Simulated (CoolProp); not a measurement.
C2F6 (R116) along the isotherm 321.9 K: Z from the reference equation and from simpler models built on Tc = 293.0 K, pc = 30.48 bar, ω = 0.257; each cubic takes its own stable root.

The numbers come from the reference Helmholtz-energy equation of state, Lemmon 2006 in CoolProp. It is a short technical equation, of lower accuracy than the large ones.

```json
[
 {"p (bar)": "0.964", "phase": "gas", "reference": "0.9924"},
 {"p (bar)": "1.5", "phase": "gas", "reference": "0.9881"},
 {"p (bar)": "2.34", "phase": "gas", "reference": "0.9813"},
 {"p (bar)": "3.64", "phase": "gas", "reference": "0.9707"},
 {"p (bar)": "5.66", "phase": "gas", "reference": "0.9540"},
 {"p (bar)": "8.82", "phase": "gas", "reference": "0.9270"},
 {"p (bar)": "13.7", "phase": "gas", "reference": "0.8833"},
 {"p (bar)": "21.4", "phase": "gas", "reference": "0.8085"},
 {"p (bar)": "33.3", "phase": "supercritical", "reference": "0.6746"},
 {"p (bar)": "51.8", "phase": "supercritical", "reference": "0.4480"},
 {"p (bar)": "80.7", "phase": "supercritical", "reference": "0.4517"},
 {"p (bar)": "126", "phase": "supercritical", "reference": "0.6038"},
 {"p (bar)": "196", "phase": "supercritical", "reference": "0.8471"},
 {"p (bar)": "305", "phase": "supercritical", "reference": "1.210"}
]
```

Question: How far does each simpler model (van der Waals, Redlich-Kwong, Soave-Redlich-Kwong, Peng-Robinson) lie from the reference over these 14 states: mean and median of the absolute difference, and the worst?

Answer: 
- van der Waals: mean 7.6 %, median 0.2 %, worst +27.6 % at 321.9 K and 305 bar
- Redlich-Kwong: mean 1.4 %, median 0.7 %, worst +5.3 % at 321.9 K and 80.7 bar
- Soave-Redlich-Kwong: mean 2.3 %, median 0.1 %, worst +11.0 % at 321.9 K and 80.7 bar
- Peng-Robinson: mean 2.5 %, median 1.8 %, worst -9.0 % at 321.9 K and 305 bar
